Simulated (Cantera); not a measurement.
An isothermal, constant-pressure homogeneous reactor starts with CH₄ : CO₂ : H₂ = 1 : 0.92 : 0.27 (molar parts), at 1825 K and 7.40 atm.

Detailed kinetics in Cantera: GRI-Mech 3.0 (53 species, 325 reactions).

x: mole fraction; the columns are a selection and need not sum to one.

| t (s) | x CH₄ | x CO₂ | x H₂ | x C₂H₂ | x H₂O | x C₂H | x C₂H₄ |
|---|---|---|---|---|---|---|---|
| 0.000300 | 0.282 | 0.340 | 0.248 | 0.0473 | 0.0328 | ___ | 0.0121 |
| 0.000902 | 0.162 | 0.235 | 0.299 | 0.0921 | 0.0979 | ___ | 0.00723 |
| 0.00271 | 0.0688 | 0.101 | 0.293 | 0.120 | 0.193 | 3.35e-7 | 0.00580 |
| 0.00815 | 0.0356 | 0.0474 | 0.318 | 0.112 | 0.199 | 3.18e-7 | 0.00536 |
| 0.0245 | 0.0305 | 0.0330 | 0.375 | 0.0802 | 0.144 | ___ | 0.00447 |
| 0.0736 | 0.0255 | 0.0188 | 0.438 | 0.0462 | 0.0832 | ___ | 0.00299 |
| 0.221 | 0.0193 | 0.00844 | 0.487 | 0.0223 | 0.0379 | ___ | 0.00160 |
| 0.665 | 0.0137 | 0.00283 | 0.517 | 0.0102 | 0.0129 | ___ | 0.000775 |
| 2.00 | 0.0105 | 0.000532 | 0.530 | 0.00565 | 0.00245 | ___ | 0.000440 |

### Question
Complete the blanks.

### Answer

- 0.000300, x C₂H: 1.22e-7
- 0.000902, x C₂H: 2.35e-7
- 0.0245, x C₂H: 2.08e-7
- 0.0736, x C₂H: 1.10e-7
- 0.221, x C₂H: 5.02e-8
- 0.665, x C₂H: 2.23e-8
- 2.00, x C₂H: 1.22e-8
